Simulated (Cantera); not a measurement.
Charge: 1 mol Si3H8, 11 mol N2, at 1450 °C and 1000 Pa.

Equilibrium computed with Cantera from the NASA thermochemical tables; the gas is ideal and each condensed phase is pure. Candidate condensed phases: Si, Si3N4; 18 gas species. The feed counts by its element totals alone. The numbers say what is thermodynamically allowed, not how fast it happens.

What is the equilibrium state?


```json
{
  "x(N2)": "0.692",
  "x(H2)": "0.307",
  "x(H)": "0.00101",
  "x(Si)": "4.81e-5",
  "x(SiH)": "3.83e-6",
  "x(SiH2)": "2.55e-6",
  "x(SiN)": "2.25e-6",
  "x(Si2N)": "1.93e-6",
  "n(Si3N4(s))": "1.000 mol",
  "gas_amount": "13.01 mol",
  "log10 activity of Si(l) (absent)": "-0.31"
}
```
